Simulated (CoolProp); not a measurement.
A Linde-Hampson liquefier for ethylene: isothermal reversible compression at 320 K from 1 atm to 40 MPa, throttling to 1 atm, return gas leaving the recuperator 5 K below the feed. Each further row changes one setting.

Model: reference Helmholtz-energy equation of state, Smukala 2000, in CoolProp.

```tsv
case	liquid yield per pass	compression work (kJ/kg of gas)
as stated	0.421	468
high pressure 80 MPa	0.377	554
warm-end temperature 350 K	0.355	539
warm-end gap 10 K	0.414	468
```
